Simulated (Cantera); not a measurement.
An adiabatic, constant-volume homogeneous reactor starts with 15.7 % H2, 8.75 % O2, 75.5 % N2, equivalence ratio 0.90, at 1150 K and 2.40 bar.

Cantera simulation using GRI-Mech 3.0 (53 species, 325 reactions); the numbers are that mechanism's predictions, not measurements. The hydrogen kinetics of GRI-Mech 3.0 are dated; newer H2 mechanisms differ, most at raised pressure.

### Question
Predict: time of steepest temperature rise; temperature at 5.00 s; equilibrium temperature; x(H2) at 5.00 s; x(O2) at 5.00 s; x(HO2) at 5.00 s; x(H2O) at 5.00 s; x(NO) at 5.00 s.

### Answer
time of steepest temperature rise: 56.6 µs
temperature at 5.00 s: 2470 K
equilibrium temperature: 2470 K
x(H2) at 5.00 s: 0.00428 (gas-phase equilibrium 0.00428)
x(O2) at 5.00 s: 0.00812 (gas-phase equilibrium 0.00812)
x(HO2) at 5.00 s: 2.17e-6 (gas-phase equilibrium 2.17e-6)
x(H2O) at 5.00 s: 0.163 (gas-phase equilibrium 0.163)
x(NO) at 5.00 s: 0.00437 (gas-phase equilibrium 0.00437)
